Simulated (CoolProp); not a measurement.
Vapour-liquid equilibrium of R134a (1) + R123 (2) at 325.2 K; x and y are mole fractions of (1).

Computed with CoolProp (multi-fluid Helmholtz-energy mixture model, Tillner-Roth 1994 and Younglove 1994; pair parameters Bell 2016).

**Question.** Give the bubble pressure and the first vapour's composition at x = 0.05, 0.2, 0.575. Is there an azeotrope?

**Answer.** x = 0.05: 293.4 kPa, y = 0.249; x = 0.2: 489.3 kPa, y = 0.593; x = 0.575: 919.8 kPa, y = 0.854. No azeotrope shows between x = 0.05 and 0.95.

The pair parameters rest on a limited set of measurements; away from them the model extrapolates.
